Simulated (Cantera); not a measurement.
**Halide evaporation, hydrolysis and transport: MgCl₂ + H₂O + N₂**

Input: 1 mol MgCl₂, 0.16 mol H₂O, a varied amount of N₂, at 1650 °C and 0.0820 bar.

Cantera equilibrium calculation (NASA polynomials, part measured and part estimated; ideal gas, pure solids and liquids). Candidate condensed phases: H₂O, Mg, MgCl₂, MgO, Mg(OH)₂, NH₄Cl; 38 gas species. Rates play no part.

From 0.11 mol N₂ to 56 mol N₂ the condensed part is MgO(s). The main Mg-bearing gas is MgCl₂ throughout.

| n(N₂) (mol) | log p N₂ | log p MgCl₂ | log p HCl | log p Cl | log p H₂O | log p H₂ | log p MgCl | n MgO(s) |
|---|---|---|---|---|---|---|---|---|
| 0.11 | -2.15 | -1.26 | -1.72 | -3.14 | -3.38 | -3.47 | -4.61 | 0.153 |
| 0.26 | -1.83 | -1.31 | -1.77 | -3.17 | -3.43 | -3.50 | -4.63 | 0.153 |
| 0.65 | -1.53 | -1.42 | -1.88 | -3.24 | -3.54 | -3.57 | -4.66 | 0.154 |
| 1.6 | -1.32 | -1.60 | -2.06 | -3.36 | -3.72 | -3.70 | -4.73 | 0.154 |
| 3.9 | -1.20 | -1.86 | -2.33 | -3.53 | -3.99 | -3.89 | -4.82 | 0.154 |
| 9.5 | -1.14 | -2.19 | -2.66 | -3.74 | -4.33 | -4.13 | -4.93 | 0.154 |
| 23 | -1.11 | -2.54 | -3.02 | -3.96 | -4.69 | -4.41 | -5.07 | 0.154 |
| 56 | -1.10 | -2.92 | -3.40 | -4.18 | -5.07 | -4.74 | -5.23 | 0.154 |
log p: log10 of the partial pressure in bar; n: condensed amount in mol.
